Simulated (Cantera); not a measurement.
A Cantera script and its output.

```python
import numpy as np
import cantera as ct

surf = ct.Interface("ptcombust.yaml", "Pt_surf")
gas = surf.adjacent["gas"]
gas.TPX = 300, 5000, {'CH4': 0.012, 'O2': 0.06, 'N2': 0.79}
jet = ct.ImpingingJet(gas=gas, width=0.079, surface=surf)
jet.inlet.mdot, jet.inlet.T, jet.inlet.X = 0.061, 300, {'CH4': 0.012, 'O2': 0.06, 'N2': 0.79}
jet.set_refine_criteria(ratio=10, slope=0.2, curve=0.3)
show, cover = ['CH4', 'O2', 'H2O', 'OH', 'CO', 'CO2'], ["PT(S)", "H(S)", "O(S)", "OH(S)", "CO(S)", "C(S)"]

rows = []
print(f"{'Ts/K':>7s}" + "".join(f"{s:>11s}" for s in show + cover) + "   (gas at the wall, coverages)")
for i, Ts in enumerate([950, 1000, 1050, 1100, 1150, 1200, 1250, 1300]):
    jet.surface.T = Ts
    if i == 0:
        surf.TP = Ts, 5000
        surf.coverages = "PT(S):0.5, O(S):0.5"
        surf.advance_coverages(1.0)
        jet.set_initial_guess(products="inlet")
    jet.solve(loglevel=0, auto=(i == 0))
    rows.append([*(jet.X[gas.species_index(s), -1] for s in show), *surf[cover].coverages])
    print(f"{Ts:7g}" + "".join(f"{x:11.3e}" for x in rows[-1]))
```

It prints:

```
   Ts/K        CH4         O2        H2O         OH         CO        CO2      PT(S)       H(S)       O(S)      OH(S)      CO(S)       C(S)   (gas at the wall, coverages)
    950  6.379e-03  5.362e-02  1.400e-02  7.589e-08  4.010e-06  9.218e-03  3.412e-01  1.411e-07  6.581e-01  6.819e-04  3.184e-06  1.524e-08
   1000  4.926e-03  5.055e-02  1.666e-02  2.042e-07  4.244e-06  1.098e-02  4.176e-01  2.876e-07  5.817e-01  6.436e-04  2.221e-06  1.388e-08
   1050  3.888e-03  4.837e-02  1.853e-02  4.884e-07  4.535e-06  1.223e-02  4.914e-01  5.241e-07  5.080e-01  5.822e-04  1.561e-06  1.242e-08
   1100  3.153e-03  4.683e-02  1.984e-02  1.056e-06  4.944e-06  1.310e-02  5.617e-01  8.856e-07  4.377e-01  5.132e-04  1.130e-06  1.120e-08
   1150  2.633e-03  4.576e-02  2.075e-02  2.101e-06  5.529e-06  1.370e-02  6.269e-01  1.408e-06  3.727e-01  4.446e-04  8.471e-07  1.026e-08
   1200  2.261e-03  4.503e-02  2.137e-02  3.896e-06  6.348e-06  1.411e-02  6.861e-01  2.135e-06  3.135e-01  3.805e-04  6.596e-07  9.603e-09
   1250  1.989e-03  4.452e-02  2.180e-02  6.785e-06  7.477e-06  1.438e-02  7.393e-01  3.126e-06  2.603e-01  3.226e-04  5.337e-07  9.198e-09
   1300  1.813e-03  4.427e-02  2.207e-02  1.120e-05  9.148e-06  1.445e-02  7.857e-01  4.430e-06  2.140e-01  2.717e-04  4.534e-07  9.118e-09
```

Cantera simulation using Deutschmann's 1995 Pt surface mechanism with GRI-Mech 3.0 gas chemistry; the numbers are that mechanism's predictions, not measurements. Catalytic surfaces can have several steady states; this one follows from the mechanism file's or the stated starting coverage.
